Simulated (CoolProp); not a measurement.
Saturation properties of fluoroethane (R161) (Tc = 102.1 °C, pc = 5.010 MPa, ω = 0.216).

Model: reference Helmholtz-energy equation of state, Wu 2012, in CoolProp.

```tsv
T (°C)	p (MPa)	liquid density (kg/m³)	vapour density (kg/m³)	liquid cp (kJ/(kg K))
-82.95	0.006987	878.8	0.2132	1.934
-81.15	0.007992	876.5	0.2417	1.931
-79.25	0.009181	874.0	0.2751	1.928
-77.45	0.01044	871.7	0.3102	1.925
-75.65	0.01184	869.3	0.3487	1.923
-73.75	0.01348	866.8	0.3936	1.921
-71.95	0.01521	864.5	0.4403	1.920
-70.15	0.01711	862.1	0.4914	1.919
-68.25	0.01932	859.6	0.5504	1.918
-66.45	0.02164	857.2	0.6114	1.918
-64.65	0.02417	854.8	0.6778	1.918
-62.75	0.02710	852.3	0.7539	1.919
-60.95	0.03014	849.9	0.8322	1.920
-59.15	0.03345	847.5	0.9169	1.921
-57.25	0.03726	845.0	1.014	1.923
```

It boils at -37.6 °C under 1 atm.
